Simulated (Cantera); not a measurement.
A perfectly stirred reactor is fed with H2 : O2 : N2 = 0.015 : 1 : 0.33 (molar parts), equivalence ratio 0.0075, at 0.0132 atm; it is held at 1023 K, and followed from long to short residence time.

Detailed kinetics in Cantera: the H2/O2 subset of GRI-Mech 3.0, which has no nitrogen chemistry. Radical loss at walls, strong at low pressure, is not modelled.

Question: What does this change do: temperature 1023 to 1350 K?

Answer: 
| quantity | before | after |
|---|---|---|
| x(H2) at τ = 4.30 s | 6.69e-5 | 1.72e-5 |
| x(O2) at τ = 4.30 s | 0.742 | 0.741 |
| x(OH) at τ = 4.30 s | 0.000116 | 0.000525 |
| x(H) at τ = 4.30 s | 1.44e-5 | 3.04e-5 |
| x(H2O2) at τ = 4.30 s | 2.10e-8 | 7.03e-9 |
| x(H2) at τ = 0.160 s | 0.000424 | 0.000103 |
| x(O2) at τ = 0.160 s | 0.740 | 0.736 |
| x(OH) at τ = 0.160 s | 0.000399 | 0.00114 |
| x(H) at τ = 0.160 s | 0.000282 | 0.000304 |
| x(H2O2) at τ = 0.160 s | 4.50e-8 | 1.31e-8 |

Question: What does this change do: pressure from 0.0132 atm to 0.0263 atm?

Answer: 
```json
[
 {"quantity": "x(H2) at τ = 4.30 s", "before": "6.69e-5", "after": "5.98e-5"},
 {"quantity": "x(O2) at τ = 4.30 s", "before": "0.742", "after": "0.742"},
 {"quantity": "x(OH) at τ = 4.30 s", "before": "0.000116", "after": "7.19e-5"},
 {"quantity": "x(H) at τ = 4.30 s", "before": "1.44e-5", "after": "3.70e-6"},
 {"quantity": "x(H2O2) at τ = 4.30 s", "before": "2.10e-8", "after": "3.40e-8"},
 {"quantity": "x(H2) at τ = 0.160 s", "before": "0.000424", "after": "0.000364"},
 {"quantity": "x(O2) at τ = 0.160 s", "before": "0.740", "after": "0.741"},
 {"quantity": "x(OH) at τ = 0.160 s", "before": "0.000399", "after": "0.000261"},
 {"quantity": "x(H) at τ = 0.160 s", "before": "0.000282", "after": "8.63e-5"},
 {"quantity": "x(H2O2) at τ = 0.160 s", "before": "4.50e-8", "after": "8.08e-8"}
]
```

Question: What does this change do: temperature 1023 to 1325 K?

Answer: 
```
quantity                  before     after
----------------------  --------  --------
x(H2) at τ = 4.30 s      6.69e-5   1.76e-5
x(O2) at τ = 4.30 s        0.742     0.741
x(OH) at τ = 4.30 s     0.000116  0.000479
x(H) at τ = 4.30 s       1.44e-5   2.90e-5
x(H2O2) at τ = 4.30 s    2.10e-8   7.93e-9
x(H2) at τ = 0.160 s    0.000424  0.000109
x(O2) at τ = 0.160 s       0.740     0.736
x(OH) at τ = 0.160 s    0.000399   0.00107
x(H) at τ = 0.160 s     0.000282  0.000308
x(H2O2) at τ = 0.160 s   4.50e-8   1.46e-8
```
